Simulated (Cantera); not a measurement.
A freely propagating, adiabatic, planar premixed flame of H₂ : O₂ : N₂ = 1 : 0.208 : 0.854 (molar parts), equivalence ratio 2.4, unburnt at 500 K and 1.09 atm; mixture-averaged transport, grid criteria slope 0.08 and curve 0.16, no radiation.

Detailed kinetics in Cantera: the H2/O2 subset of GRI-Mech 3.0, which has no nitrogen chemistry. Burning velocities carry a grid error of a few per cent, more on coarse grids.

**Question.** What does this change do: H2 1 to 1.3 parts?

**Answer.** 
```json
[
 {"quantity": "laminar burning velocity", "before": "587 cm/s", "after": "502 cm/s"},
 {"quantity": "thermal thickness", "before": "0.384 mm", "after": "0.415 mm"},
 {"quantity": "peak x(OH)", "before": "0.00208", "after": "0.000959"},
 {"quantity": "peak x(H)", "before": "0.0707", "after": "0.0554"},
 {"quantity": "peak x(HO₂)", "before": "0.000322", "after": "0.000284"}
]
```

**Question.** What does this change do: inlet temperature 500 to 575 K?

**Answer.** 
```json
[
 {"quantity": "laminar burning velocity", "before": "587 cm/s", "after": "756 cm/s"},
 {"quantity": "thermal thickness", "before": "0.384 mm", "after": "0.409 mm"},
 {"quantity": "peak x(OH)", "before": "0.00208", "after": "0.00248"},
 {"quantity": "peak x(H)", "before": "0.0707", "after": "0.0777"},
 {"quantity": "peak x(HO₂)", "before": "0.000322", "after": "0.000264"}
]
```
